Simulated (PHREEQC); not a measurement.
**Hard or scaling water**

Dissolve 0.0004 mol/kgw Ca(HCO3)2, 0.0016 mol/kgw Na2SO4 and 0.0012 mol/kgw MgSO4 at 25 °C. Closed to the air; pH follows from the charge balance.

All values are PHREEQC results (ion-association model, phreeqc.dat), not measurements.

The pH is 8.11 and the ionic strength is 0.00946 mol/kgw. The specific conductance comes out as 646 µS/cm and the total alkalinity comes out as 0.800 meq/kg.

| species | molality | activity | log γ |
|---|---|---|---|
| Na+ | 0.00317 | 0.00287 | -0.043 |
| SO4-2 | 0.00246 | 0.00166 | -0.172 |
| Mg+2 | 0.000943 | 0.000642 | -0.167 |
| HCO3- | 0.000768 | 0.000697 | -0.042 |
| Ca+2 | 0.000331 | 0.000224 | -0.170 |
| MgSO4 | 0.000249 | 0.000249 | 0.001 |
| CaSO4 | 6.57e-5 | 6.59e-5 | 0.001 |
| NaSO4- | 2.63e-5 | 2.39e-5 | -0.042 |
| CO2 | 1.23e-5 | 1.23e-5 | 0.001 |
| CO3-2 | 6.15e-6 | 4.17e-6 | -0.169 |
| MgHCO3+ | 5.79e-6 | 5.23e-6 | -0.044 |
| MgCO3 | 2.55e-6 | 2.55e-6 | 0.001 |
| CaHCO3+ | 2.19e-6 | 1.99e-6 | -0.042 |
| CaCO3 | 1.56e-6 | 1.57e-6 | 0.001 |
| OH- | 1.43e-6 | 1.29e-6 | -0.045 |

This is a speciation only: nothing precipitates in the calculation.
